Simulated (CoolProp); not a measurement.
The fluid at 327.16 K and 0.0306 MPa flows at 1.1 m/s in a round tube of 4.6 mm bore and 0.25 µm roughness, fully developed (64/Re and Nu = 3.66 if laminar; Colebrook and Gnielinski if turbulent). The same conditions are run with several fluids, on thermodynamics alone (safety and materials aside).

Values from CoolProp's reference Helmholtz-energy equation of state of each fluid (methanol: de Reuck 1993; R245fa: Akasaka 2015; R407C: Lemmon 2003; carbon dioxide: Span 1996; normal hydrogen: Leachman 2009). Blends and air are pseudo-pure fits.

```tsv
fluid	Reynolds number	Darcy friction factor	pressure drop (Pa/m)	heat-transfer coefficient (W/(m² K))	mass flow (kg/h)
methanol	175	0.366	17.6	14.1	0.0240
R245fa	592	0.108	21.6	14.5	0.1000
R407C	365	0.176	22.5	12.2	0.0640
carbon dioxide	154	0.416	27.1	15.0	0.0326
normal hydrogen	12.1	5.29	15.8	159	0.00149
```

Transport values come from each fluid's own correlations; those of R245fa are estimates that may be off by 10 % or more.
